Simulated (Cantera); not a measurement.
**Oxide etching and cleaning by halides: CaO + HF**

Input: 1 mol CaO, a varied amount of HF, at 1675 K and 1.33 mbar.

Method: chemical equilibrium by Gibbs-energy minimisation in Cantera with the NASA 1993 tables (ideal gas, pure condensed phases). Candidate condensed phases: Ca, CaF2, CaO, Ca(OH)2, H2O; 29 gas species. Kinetics and transport are ignored.

| n(HF) (mol) | x HF | x H2O | x CaF2 | x H2 | x O2 | x OH | x H | x O | n CaF2(s) |
|---|---|---|---|---|---|---|---|---|---|
| 6 | 0.764 | 0.188 | 0.0437 | 0.00241 | 0.00108 | 0.000589 | 0.000156 | 3.08e-5 | 0.771 |
| 7.3 | 0.803 | 0.149 | 0.0437 | 0.00207 | 0.000929 | 0.000505 | 0.000145 | 2.85e-5 | 0.711 |
| 8.9 | 0.834 | 0.119 | 0.0437 | 0.00178 | 0.000799 | 0.000434 | 0.000134 | 2.64e-5 | 0.638 |
| 11 | 0.860 | 0.0938 | 0.0437 | 0.00152 | 0.000683 | 0.000370 | 0.000124 | 2.44e-5 | 0.542 |
| 13 | 0.876 | 0.0781 | 0.0437 | 0.00134 | 0.000605 | 0.000328 | 0.000116 | 2.30e-5 | 0.450 |
| 16 | 0.892 | 0.0624 | 0.0437 | 0.00115 | 0.000521 | 0.000282 | 0.000108 | 2.14e-5 | 0.313 |
| 20 | 0.905 | 0.0491 | 0.0437 | 0.000984 | 0.000445 | 0.000241 | 9.97e-5 | 1.97e-5 | 0.130 |
| 24 | 0.916 | 0.0406 | 0.0416 | 0.000866 | 0.000392 | 0.000212 | 9.36e-5 | 1.85e-5 | 0 |
| 29 | 0.931 | 0.0336 | 0.0345 | 0.000762 | 0.000346 | 0.000187 | 8.78e-5 | 1.74e-5 | 0 |
| 35 | 0.942 | 0.0278 | 0.0286 | 0.000672 | 0.000305 | 0.000165 | 8.24e-5 | 1.63e-5 | 0 |
x: gas mole fraction; n: condensed amount in mol.

From 6 mol HF to 20 mol HF the condensed part is CaF2(s). From 24 mol HF to 35 mol HF nothing is condensed. The main Ca-bearing gas is CaF2 throughout.
